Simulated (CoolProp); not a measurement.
Benzene along the isotherm 620 K: fugacity coefficient from the reference equation and from simpler models built on Tc = 562.0 K, pc = 4.906 MPa, ω = 0.211; each cubic takes its own stable root.

Model: reference Helmholtz-energy equation of state, Thol 2012, in CoolProp.

```json
[
 {"p (MPa)": "0.736", "phase": "gas", "reference": "0.9635"},
 {"p (MPa)": "1.47", "phase": "gas", "reference": "0.9278"},
 {"p (MPa)": "2.21", "phase": "gas", "reference": "0.8923"},
 {"p (MPa)": "2.94", "phase": "gas", "reference": "0.8579"},
 {"p (MPa)": "3.68", "phase": "gas", "reference": "0.8234"},
 {"p (MPa)": "4.42", "phase": "gas", "reference": "0.7893"},
 {"p (MPa)": "5.15", "phase": "supercritical", "reference": "0.7559"},
 {"p (MPa)": "5.89", "phase": "supercritical", "reference": "0.7224"},
 {"p (MPa)": "6.62", "phase": "supercritical", "reference": "0.6896"},
 {"p (MPa)": "7.36", "phase": "supercritical", "reference": "0.6569"}
]
```

### Question
How far does each simpler model (van der Waals, Redlich-Kwong, Soave-Redlich-Kwong, Peng-Robinson) lie from the reference over these 10 states: mean and median of the absolute difference, and the worst?

### Answer
- van der Waals: mean 0.4 %, median 0.4 %, worst -1.2 % at 620 K and 7.36 MPa
- Redlich-Kwong: mean 1.0 %, median 1.0 %, worst -1.9 % at 620 K and 7.36 MPa
- Soave-Redlich-Kwong: mean 0.3 %, median 0.2 %, worst +1.0 % at 620 K and 7.36 MPa
- Peng-Robinson: mean 2.3 %, median 2.5 %, worst -3.4 % at 620 K and 7.36 MPa
